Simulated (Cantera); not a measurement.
Cantera run, input and output.

```python
import numpy as np
import cantera as ct

gas = ct.Solution("h2o2.yaml")
gas.TPX = 425, 100000, {'H2': 1, 'O2': 0.227, 'N2': 0.855, 'H2O': 0.02}
flame = ct.FreeFlame(gas, width=0.04)
flame.set_refine_criteria(ratio=3, slope=0.08, curve=0.16)
flame.transport_model = "mixture-averaged"
flame.solve(loglevel=0, auto=True)
z, T = flame.grid, flame.T
thick = (T[-1] - T[0]) / np.gradient(T, z).max()
show = ['H2', 'O2', 'O', 'HO2', 'H2O2', 'H']
print(f"laminar burning velocity  {flame.velocity[0] * 100:.3f} cm/s")
print(f"burnt temperature         {T[-1]:.1f} K")
print(f"thermal thickness         {thick * 1e3:.4f} mm")
print(f"grid points               {len(z)}")
z0 = z[flame.heat_release_rate.argmax()]
print(f"{'z/mm':>9s}{'T/K':>9s}{'u/(m/s)':>9s}" + "".join(f"{s:>11s}" for s in show))
rows = []
for k in (-3, -2, -1.5, -1, -0.5, -0.25, 0, 0.25, 0.5, 1, 2, 4, 8):
    zz = z0 + k * thick
    rows.append([k * thick, np.interp(zz, z, T), np.interp(zz, z, flame.velocity),
                 *(np.interp(zz, z, flame.X[gas.species_index(s)]) for s in show)])
    print(f"{rows[-1][0] * 1e3:9.3f}{rows[-1][1]:9.1f}{rows[-1][2]:9.3f}" + "".join(f"{x:11.3e}" for x in rows[-1][3:]))
```

It prints:

```
laminar burning velocity  486.423 cm/s
burnt temperature         2056.1 K
thermal thickness         0.3898 mm
grid points               125
     z/mm      T/K  u/(m/s)         H2         O2          O        HO2       H2O2          H
   -1.169    425.0    4.864  4.757e-01  1.080e-01  4.028e-14  3.570e-13  6.515e-15  2.478e-16
   -0.780    425.0    4.864  4.757e-01  1.080e-01  3.391e-12  4.109e-11  6.768e-13  2.140e-14
   -0.585    425.0    4.864  4.757e-01  1.080e-01  6.081e-11  9.704e-10  1.651e-11  4.059e-13
   -0.390    425.1    4.865  4.757e-01  1.080e-01  4.879e-09  1.661e-07  2.964e-09  2.641e-10
   -0.195    453.5    5.151  4.708e-01  1.084e-01  5.489e-06  2.425e-04  1.042e-05  5.698e-05
   -0.097    724.6    8.004  4.376e-01  1.016e-01  1.902e-04  2.221e-04  3.750e-05  5.587e-03
    0.000   1119.5   12.031  3.604e-01  7.275e-02  1.699e-03  8.312e-05  3.539e-06  3.305e-02
    0.097   1392.9   14.857  2.810e-01  2.672e-02  2.450e-03  2.740e-05  9.092e-07  6.432e-02
    0.195   1519.2   16.149  2.515e-01  6.249e-03  1.273e-03  6.146e-06  4.940e-07  7.309e-02
    0.390   1626.7   17.187  2.494e-01  5.600e-04  6.206e-04  5.341e-07  3.119e-07  6.604e-02
    0.780   1730.5   18.151  2.579e-01  1.879e-04  4.403e-04  1.899e-07  1.979e-07  5.224e-02
    1.559   1829.7   19.049  2.667e-01  1.112e-04  2.723e-04  1.170e-07  1.079e-07  3.820e-02
    3.118   1912.7   19.784  2.742e-01  5.631e-05  1.410e-04  6.476e-08  5.335e-08  2.606e-02
```

Model: the H2/O2 subset of GRI-Mech 3.0, which has no nitrogen chemistry, integrated in Cantera. Burning velocities carry a grid error of a few per cent, more on coarse grids.
